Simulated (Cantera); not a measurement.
Input: 1 mol CHF₃, 0.47 mol F₂, held at 3.50 Pa.

These are equilibrium values from Cantera (NASA tables, ideal gas, pure condensed phases), not measurements of a reactor. Candidate condensed phases: C, C₆H₆, C₇H₈, C₈H₁₈; 95 gas species. Gases not in the tables: C₂F₆ and larger saturated fluorocarbons. Equilibrium is a limit: real reactors are often held back by kinetics, nucleation or transport.

x: gas mole fraction; n: condensed amount in mol.

| T (K) | x F | x HF | x H | x C | x CF₂ | x C₃ | x CF | n C(graphite) |
|---|---|---|---|---|---|---|---|---|
| 2000 | 0.599 | 0.284 | 1.48e-5 | 8.70e-7 | 0.110 | 7.92e-7 | 0.00278 | 0.591 |
| 2150 | 0.698 | 0.262 | [?] | [?] | [?] | [?] | [?] | 0.849 |
| 2300 | 0.722 | 0.255 | 0.00112 | 0.000239 | 0.00946 | 0.000478 | 0.0120 | 0.909 |
| 2450 | 0.717 | 0.243 | [?] | [?] | [?] | [?] | [?] | [?] |
| 2600 | 0.667 | 0.193 | 0.0327 | 0.0171 | 0.000865 | 0.0558 | 0.0280 | 0 |
| 2750 | 0.677 | 0.118 | 0.0883 | 0.0473 | 0.000162 | 0.0405 | 0.0194 | 0 |
| 2900 | 0.674 | 0.0481 | 0.138 | 0.0995 | 2.94e-5 | 0.0184 | 0.0116 | 0 |
| 3050 | 0.665 | 0.0161 | 0.158 | 0.145 | 4.62e-6 | 0.00375 | 0.00536 | 0 |
| 3200 | 0.663 | 0.00556 | 0.165 | 0.162 | 6.93e-7 | 0.000435 | 0.00212 | 0 |
| 3350 | 0.663 | 0.00207 | 0.167 | 0.166 | 1.15e-7 | 4.93e-5 | 0.000853 | 0 |
| 3500 | 0.663 | 0.000829 | 0.168 | 0.168 | 2.20e-8 | 6.42e-6 | 0.000364 | 0 |

Some entries are withheld; supply them.


- 2150, x H: 0.000138
- 2150, x C: 1.76e-5
- 2150, x CF₂: 0.0330
- 2150, x C₃: 2.45e-5
- 2150, x CF: 0.00644
- 2450, x H: 0.00715
- 2450, x C: 0.00236
- 2450, x CF₂: 0.00293
- 2450, x C₃: 0.00642
- 2450, x CF: 0.0200
- 2450, n C(graphite): 0.817
